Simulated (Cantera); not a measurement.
Feed: 1 mol Si, 3.7 mol CO, 8.6 mol H₂, equilibrated at 1973 K and 240 Pa.

Equilibrium computed with Cantera from the NASA thermochemical tables; the gas is ideal and each condensed phase is pure. Candidate condensed phases: C, C₆H₆, C₇H₈, C₈H₁₈, H₂O, Si, SiC, SiO₂; 123 gas species. Gases not in the tables: Si₂H₆ and higher silanes. The numbers say what is thermodynamically allowed, not how fast it happens.

Base state: H₂ 0.678, CO 0.258, SiO 0.0387, H 0.0227, Si 0.00270, SiH 7.87e-5, Si₂C 6.59e-5, C₂H₂ (acetylene) 2.53e-5 (mole fractions); condensed: SiC(s).

Q: What changes in the equilibrium state with this change: Si replaced by Cu?

A: 
```csv
species,before,after
H₂,0.678,0.629
CO,0.258,0.275
Cu,0,0.0743
SiO,0.0387,0
H,0.0227,0.0218
Si,0.00270,0
SiH,7.87e-5,0
Si₂C,6.59e-5,0
Cu₂,0,1.50e-5
SiH₂,1.26e-5,0
"SiC(s), mol",0.481,0
```
Further candidate phases: Cu, CuO, Cu(OH)₂, Cu₂O.

Q: What changes in the equilibrium state with this change: temperature from 1973 K to 1000 K?

A: 
```
species               before     after
-------------------  -------  --------
H₂                     0.678     0.835
CO                     0.258     0.165
CH₄                  1.22e-7  0.000160
SiO                   0.0387     <1e-9
H                     0.0227   4.23e-8
Si                   0.00270     <1e-9
SiH                  7.87e-5     <1e-9
Si₂C                 6.59e-5     <1e-9
C₂H₂ (acetylene)     2.53e-5     <1e-9
SiC(s), mol            0.481         0
C(graphite), mol           0      2.00
SiO₂(β-quartz), mol        0      1.00
```

Q: What changes in the equilibrium state with this change: temperature from 1973 K to 1375 K?

A: 
```csv
species,before,after
H₂,0.678,0.737
CO,0.258,0.261
SiO,0.0387,0.00187
H,0.0227,6.01e-5
Si,0.00270,1.86e-9
SiH,7.87e-5,<1e-9
Si₂C,6.59e-5,<1e-9
SiH₂,1.26e-5,2.08e-9
"SiC(s), mol",0.481,0.659
"SiO₂(β-quartz), mol",0,0.319
```
Mutual solubility and eutectic melting of coexisting phases are not modelled. The tables hold silica as quartz up to 1696 K and as liquid above; real silica turns to tridymite and cristobalite and melts near 1996 K.
